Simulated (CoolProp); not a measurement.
A single-stage vapour-compression cycle with hydrogen sulfide: evaporating at 199.15 K (dew point), condensing at 245.15 K (bubble point), superheat 10 K, subcooling 5 K, compressor efficiency 0.65, no pressure losses. Each further row changes one setting.

The numbers come from the reference Helmholtz-energy equation of state, Lemmon 2006 in CoolProp. It is a short technical equation, of lower accuracy than the large ones.

| case | cooling COP | pressure ratio | discharge temperature (K) | refrigerating effect (kJ/kg) | volumetric capacity (kJ/m³) |
|---|---|---|---|---|---|
| as stated | 2.23 | 8.57 | 427.5 | 490 | 465 |
| evaporating temperature 204.15 K | 2.65 | 6.43 | 401.1 | 495 | 612 |
| condensing temperature 240.15 K | 2.56 | 7.09 | 404.2 | 500 | 475 |
| subcooling 10 K | 2.28 | 8.57 | 427.5 | 500 | 475 |
| superheat 20 K | 2.17 | 8.57 | 446.8 | 500 | 452 |
| compressor efficiency 0.55 | 1.89 | 8.57 | 464.5 | 490 | 465 |
